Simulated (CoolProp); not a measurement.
Saturation properties of n-perfluorobutane (Tc = 113.2 °C, pc = 2.322 MPa, ω = 0.372).

Computed with CoolProp (reference Helmholtz-energy equation of state, Gao 2022).

```tsv
T (°C)	p (MPa)	vapour density (kg/m³)	enthalpy of vaporisation (kJ/kg)
-38.35	0.01770	2.185	109.0
-35.05	0.02132	2.601	108.0
-31.65	0.02565	3.093	106.9
-28.35	0.03051	3.639	105.9
-25.05	…	4.258	104.9
-21.65	0.04266	4.980	103.9
-18.35	0.04991	5.770	102.8
-15.05	…	6.655	101.8
-11.75	0.06733	7.643	100.7
-8.35	0.07800	8.778	99.65
-5.05	0.08958	…	98.59
-1.75	…	11.35	97.51
```

Fill in the missing entries.


- -25.05, p (MPa): 0.03609
- -15.05, p (MPa): 0.05811
- -5.05, vapour density (kg/m³): 10.00
- -1.75, p (MPa): 0.1025

It boils at -2.0 °C under 1 atm.
